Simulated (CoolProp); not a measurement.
Vapour-liquid equilibrium of CF4 (R14) (1) + R13 (2) at -118.25 °C; x and y are mole fractions of (1).

Computed with CoolProp (multi-fluid Helmholtz-energy mixture model, Platzer 1990 and Platzer 1990; pair parameters Bell 2016). This equation is an older, rougher fit; its heat capacities, sound speeds and derivatives of the liquid may be far off and weren't checked against measurements.

Task: Give the bubble pressure and the first vapour's composition at x = 0.55, 0.85, 0.95. Is there an azeotrope?

Result: x = 0.55: 1.201 bar, y = 0.962; x = 0.85: 1.661 bar, y = 0.988; x = 0.95: 1.831 bar, y = 0.996. No azeotrope shows between x = 0.05 and 0.95.

The pair parameters rest on a limited set of measurements; away from them the model extrapolates.
